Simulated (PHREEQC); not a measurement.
**Reverse-osmosis permeate: an equilibrium model**

Model water analysis in mg/kgw, 70 °C, pH 6.96, pe 10.8: Na 1.4; K 0.115; Ca 1.42; Mg 0.11; Cl 1.88; S(6) as SO4 0.191; Alkalinity as HCO3 9.43; Cu(2) 0.00236; Br 0.00516.

Valence states are taken as typed.

Model: ion-association model, phreeqc.dat, run in PHREEQC.

No solid was allowed to form.

Q: Predict the charge-balance error.

A: charge-balance error -19.1 %.

Q: In which forms is C present?

A: HCO3- 82 %, CO2 18 % of the C.

Species that the database lacks are ignored. At this temperature some constants are extrapolated from 25 °C, and those without enthalpy data are left unchanged. The database's constant for dissolved Cu(OH)2 is higher than later reviews accept.
